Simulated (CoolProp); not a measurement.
Vapour-liquid equilibrium of R1234yf (1) + isobutane (2) at -6.65 °C; x and y are mole fractions of (1).

Computed with CoolProp (multi-fluid Helmholtz-energy mixture model, Lemmon 2022 and Bücker 2006; pair parameters Bell 2016).

| x | bubble pressure, mixture model (MPa) | bubble pressure, Raoult's law (MPa) | y, mixture model | y, Raoult's law |
|---|---|---|---|---|
| 0.05 | 0.1514 | 0.1295 | 0.216 | 0.097 |
| 0.2 | 0.2026 | 0.1486 | 0.473 | 0.337 |
| 0.35 | 0.2278 | 0.1677 | 0.577 | 0.523 |
| 0.5 | 0.2424 | 0.1868 | 0.649 | 0.670 |
| 0.65 | 0.2519 | 0.2059 | 0.719 | 0.791 |
| 0.8 | 0.2566 | 0.2250 | 0.809 | 0.891 |
| 0.95 | 0.2539 | 0.2441 | 0.940 | 0.975 |

The largest gap from Raoult's law is +36.3 % in bubble pressure, at x = 0.2. y crosses x between x = 0.8 and 0.95: the model has an azeotrope there.

The pair parameters rest on a limited set of measurements; away from them the model extrapolates.
